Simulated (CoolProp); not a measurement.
The fluid at 414.03 K and 0.266 MPa is compressed adiabatically to 1.23 MPa with isentropic efficiency 0.6. The same conditions are run with several fluids, on thermodynamics alone (safety and materials aside).

Computed with CoolProp (reference Helmholtz-energy equation of state of each fluid (ethanol: Schroeder 2014; ammonia: Gao 2020; cyclohexane: Zhou 2014)).

```csv
fluid,work (kJ/kg),final temperature (K),final density (kg/m³)
ethanol,195,519.1,13.9
ammonia,601,…,…
cyclohexane,…,473.5,…
```

Problem. Some entries are withheld; supply them.

Solution. 
- ammonia, final temperature (K): 653.4
- ammonia, final density (kg/m³): 3.88
- cyclohexane, work (kJ/kg): 95.0
- cyclohexane, final density (kg/m³): 33.1
